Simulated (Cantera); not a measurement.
**Thermodynamics of calcination and drying, feed Mg(OH)2 + C + H2O**

Charge: 1 mol Mg(OH)2, 0.59 mol C, 0.19 mol H2O, equilibrated at 500 °C and 10.0 mbar.

Cantera equilibrium calculation (NASA polynomials, part measured and part estimated; ideal gas, pure solids and liquids). Candidate condensed phases: C, C6H6, C7H8, C8H18, H2O, Mg, MgCO3, MgO, Mg(OH)2; 116 gas species. The numbers say what is thermodynamically allowed, not how fast it happens.

The x(H2) is 0.523. The x(CO2) comes out as 0.194, the x(H2O) is 0.145 and the x(CO) is 0.137. The x(CH4) is 0.00135. The n(MgO(s)) is 1.00 mol. The gas amount is 1.775 mol and the log10 activity of C(graphite) (absent) comes out as -0.63. The log10 activity of MgCO3(s) (absent) is -3.82 and the log10 activity of Mg(s) (absent) is -20.59.
